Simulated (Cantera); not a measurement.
Charge: 1 mol SiCl₄, 1.8 mol Cl₂, 2.4 mol H₂, held at 798 K and 4.70 bar.

Method: chemical equilibrium by Gibbs-energy minimisation in Cantera with the NASA 1993 tables (ideal gas, pure condensed phases). Candidate condensed phases: Si; 19 gas species. The numbers say what is thermodynamically allowed, not how fast it happens.

Base state: HCl 0.692, SiCl₄ 0.192, H₂ 0.115, SiHCl₃ 2.82e-5 (mole fractions); condensed: gas only.

Q: What changes in the equilibrium state with this change: temperature from 798 K to 1273 K?

A: 
```tsv
species	before	after
HCl	0.692	0.694
SiCl₄	0.192	0.191
H₂	0.115	0.114
SiCl₃	2.55e-8	0.000463
SiHCl₃	2.82e-5	0.00125
```
The tables' values for SiCl₃ are old estimates; treat these amounts as uncertain.

Q: What changes in the equilibrium state with this change: Cl₂ from 1.8 to 0.61 mol?

A: 
```tsv
species	before	after
H₂	0.115	0.446
HCl	0.692	0.305
SiCl₄	0.192	0.249
SiHCl₃	2.82e-5	0.000321
```

Q: What changes in the equilibrium state with this change: temperature from 798 K to 1300 K?

A: 
| species | before | after |
|---|---|---|
| HCl | 0.692 | 0.694 |
| SiCl₄ | 0.192 | 0.190 |
| H₂ | 0.115 | 0.114 |
| SiCl₃ | 2.55e-8 | 0.000647 |
| SiCl₂ | <1e-9 | 1.31e-5 |
| SiHCl₃ | 2.82e-5 | 0.00142 |
The tables' values for SiCl₃ are old estimates; treat these amounts as uncertain.
